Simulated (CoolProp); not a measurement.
Saturation properties of R365MFC (Tc = 460.0 K, pc = 3266 kPa, ω = 0.377).

Values from CoolProp's reference Helmholtz-energy equation of state, Lemmon 2016.

| T (K) | p (kPa) | vapour density (kg/m³) | liquid cp (kJ/(kg K)) |
|---|---|---|---|
| 328.1 | 167.5 | 9.726 | 1.441 |
| 331 | ___ | 10.63 | 1.448 |
| 333.8 | 200.6 | 11.56 | 1.454 |
| 336.6 | 218.6 | 12.55 | 1.461 |
| 339.5 | 238.5 | 13.65 | 1.469 |
| 342.3 | 259.0 | 14.79 | 1.476 |
| 345.1 | 280.9 | ___ | 1.483 |
| 348 | 305.1 | 17.33 | ___ |
| 350.8 | 329.8 | 18.70 | 1.499 |
| 353.6 | 356.1 | 20.16 | 1.507 |
| 356.4 | 384.0 | 21.72 | 1.515 |

Question: What belongs in the gaps?

Answer: 
- 331, p (kPa): 183.7
- 345.1, vapour density (kg/m³): 16.00
- 348, liquid cp (kJ/(kg K)): 1.491

It boils at 313.3 K under 1 atm.
